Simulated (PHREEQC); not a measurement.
A made-up water analysis in mg/kgw, 75 °C, pH 1.86, pe 10.4:

| constituent | mg/kgw |
|---|---|
| Na | 130 |
| K | 315 |
| Ca | 129 |
| Mg | 130 |
| Cl | 25.6 |
| S(6) as SO4 | 2820 |
| Cu(2) | 20.1 |

Valence states are taken as typed.

All values are PHREEQC results (ion-association model, phreeqc.dat), not measurements.

Task: The ionic strength comes out as 0.0492 mol/kgw. What activity coefficients do Na+, KSO4-, Cu+2, Cl-, H+ get?

Result: Na+ 0.81, KSO4- 0.81, Cu+2 0.45, Cl- 0.80, H+ 0.84.

Precipitation was switched off in this run. Complexes and solids missing from the database can't appear. Constants without temperature data keep their 25 °C values here.
